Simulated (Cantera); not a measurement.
Feed: 1 mol Fe2O3, 530 mol H2, 0.72 mol H2O, at 8.10 bar.

These are equilibrium values from Cantera (NASA tables, ideal gas, pure condensed phases), not measurements of a reactor. Candidate condensed phases: Fe, FeO, Fe(OH)2, Fe(OH)3, Fe2O3, Fe3O4, H2O; 12 gas species. The numbers say what is thermodynamically allowed, not how fast it happens.

x: gas mole fraction; n: condensed amount in mol.

```csv
T (K),x H2,x H2O,x H,x Fe,x OH,x Fe(OH)2,x FeO,n Fe(γ),n Fe(δ),n Fe(l)
1325,0.993,0.00701,5.73e-7,2.71e-10,5.90e-11,3.38e-10,<1e-12,2.00,0,0
1375,0.993,0.00701,1.20e-6,1.01e-9,1.52e-10,5.72e-10,<1e-12,2.00,0,0
1425,0.993,0.00701,2.39e-6,3.45e-9,3.69e-10,9.35e-10,<1e-12,2.00,0,0
1475,0.993,0.00701,4.54e-6,1.08e-8,8.40e-10,1.48e-9,<1e-12,2.00,0,0
1525,0.993,0.00701,8.28e-6,3.12e-8,1.81e-9,2.27e-9,<1e-12,2.00,0,0
1575,0.993,0.00701,1.46e-5,8.44e-8,3.73e-9,3.39e-9,(withheld),2.00,0,0
1625,0.993,0.00701,2.47e-5,2.14e-7,7.34e-9,4.95e-9,(withheld),2.00,0,0
1675,0.993,0.00701,4.07e-5,5.13e-7,1.39e-8,7.06e-9,(withheld),0,2.00,0
1725,0.993,0.00701,6.50e-5,1.16e-6,2.53e-8,9.86e-9,(withheld),0,2.00,0
1775,0.993,0.00701,0.000101,2.52e-6,4.45e-8,1.35e-8,(withheld),0,2.00,0
1825,0.993,0.00701,0.000154,5.16e-6,7.61e-8,1.80e-8,(withheld),0,0,2.00
1875,0.993,0.00701,0.000229,1.00e-5,1.26e-7,2.33e-8,(withheld),0,0,1.99
1925,0.993,0.00701,0.000335,1.87e-5,2.04e-7,2.96e-8,(withheld),0,0,1.99
1975,0.992,0.00701,0.000479,3.39e-5,3.22e-7,3.73e-8,(withheld),0,0,1.98
```

Task: What belongs in the gaps?

Result: 
- 1575, x FeO: 3.23e-12
- 1625, x FeO: 9.89e-12
- 1675, x FeO: 2.83e-11
- 1725, x FeO: 7.59e-11
- 1775, x FeO: 1.92e-10
- 1825, x FeO: 4.58e-10
- 1875, x FeO: 1.02e-9
- 1925, x FeO: 2.19e-9
- 1975, x FeO: 4.49e-9
